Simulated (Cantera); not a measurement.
Gas mixture: 45.6 % H2O, 54.4 % NH3, at 0.000740 bar, frozen composition.

Cantera's kinetic-theory transport with the Lennard-Jones parameters of GRI-Mech 3.0, ideal gas; thermal conductivity in the multicomponent form. Polar gases are described roughly by these parameters. The composition is frozen, though it would react at the higher temperatures.

D: mixture-averaged diffusion coefficient of that species in the mixture.

```json
[
 {"T (K)": "400", "ρ (kg/m³)": "0.000389", "cp (J/kg/K)": "2097", "μ (µPa s)": "13.9", "λ (mW/m/K)": "41.2", "Pr": "0.710", "D (cm²/s) OH": "___", "D (cm²/s) H": "2950", "D (cm²/s) CH4": "537"},
 {"T (K)": "550", "ρ (kg/m³)": "0.000283", "cp (J/kg/K)": "2292", "μ (µPa s)": "19.4", "λ (mW/m/K)": "62.6", "Pr": "0.709", "D (cm²/s) OH": "___", "D (cm²/s) H": "5370", "D (cm²/s) CH4": "981"},
 {"T (K)": "700", "ρ (kg/m³)": "0.000222", "cp (J/kg/K)": "2486", "μ (µPa s)": "24.7", "λ (mW/m/K)": "86.5", "Pr": "0.711", "D (cm²/s) OH": "___", "D (cm²/s) H": "8330", "D (cm²/s) CH4": "1530"},
 {"T (K)": "850", "ρ (kg/m³)": "0.000183", "cp (J/kg/K)": "2663", "μ (µPa s)": "29.9", "λ (mW/m/K)": "112", "Pr": "0.713", "D (cm²/s) OH": "___", "D (cm²/s) H": "11800", "D (cm²/s) CH4": "2160"},
 {"T (K)": "1000", "ρ (kg/m³)": "0.000156", "cp (J/kg/K)": "2836", "μ (µPa s)": "34.8", "λ (mW/m/K)": "138", "Pr": "0.716", "D (cm²/s) OH": "___", "D (cm²/s) H": "15600", "D (cm²/s) CH4": "2880"},
 {"T (K)": "1150", "ρ (kg/m³)": "0.000135", "cp (J/kg/K)": "2993", "μ (µPa s)": "39.6", "λ (mW/m/K)": "165", "Pr": "0.718", "D (cm²/s) OH": "___", "D (cm²/s) H": "19900", "D (cm²/s) CH4": "3680"},
 {"T (K)": "1300", "ρ (kg/m³)": "0.000120", "cp (J/kg/K)": "3134", "μ (µPa s)": "44.1", "λ (mW/m/K)": "192", "Pr": "0.720", "D (cm²/s) OH": "___", "D (cm²/s) H": "24600", "D (cm²/s) CH4": "4540"}
]
```

Task: What belongs in the gaps?

Result: 
- 400, D (cm²/s) OH: 839
- 550, D (cm²/s) OH: 1500
- 700, D (cm²/s) OH: 2290
- 850, D (cm²/s) OH: 3210
- 1000, D (cm²/s) OH: 4240
- 1150, D (cm²/s) OH: 5380
- 1300, D (cm²/s) OH: 6620
